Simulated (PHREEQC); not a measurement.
A made-up water analysis in mg/L, 60 °C, pH 3.83, pe 12.3:

```csv
constituent,mg/L
Na,99
K,112
Ca,39.4
Mg,79
Cl,152
S(6) as SO4,556
B,0.28
Cu(2),12.5
```

Valence states are taken as typed.

Model: ion-association model, phreeqc.dat, run in PHREEQC.

Precipitation was switched off in this run.

### Question
Predict the ionic strength, specific conductance, charge-balance error.

### Answer
ionic strength 0.0195 mol/kgw; specific conductance 2890 µS/cm; charge-balance error 1.7 %.

### Question
In which forms is Cu present?

### Answer
Cu+2 74 %, CuSO4 24 %, CuCl+ 2.3 % of the Cu.

Constants without temperature data keep their 25 °C values here.
